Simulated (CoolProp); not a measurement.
Vapour-liquid equilibrium of cyclohexane (1) + n-octane (2) at 14 bar; x and y are mole fractions of (1).

Values from CoolProp's multi-fluid Helmholtz-energy mixture model, Zhou 2014 and Beckmüller 2019; pair parameters Bell 2016.

```
x     bubble temperature, mixture model (°C)  bubble temperature, Raoult's law (°C)  y, mixture model  y, Raoult's law
----  --------------------------------------  -------------------------------------  ----------------  ---------------
0.05                                   252.7                                  251.9             0.073            0.101
0.2                                    243.9                                  241.7             0.283            0.354
0.35                                   235.2                                  232.6             0.470            0.546
0.5                                    226.8                                  224.5             0.632            0.695
0.65                                   218.9                                  217.1             0.767            0.812
0.8                                    211.5                                  210.5             0.880            0.905
0.95                                   204.7                                  204.4             0.973            0.979
```

The largest gap from Raoult's law is +2.6 K in bubble temperature, at x = 0.35. No azeotrope shows between x = 0.05 and 0.95.

The pair parameters rest on a limited set of measurements; away from them the model extrapolates.
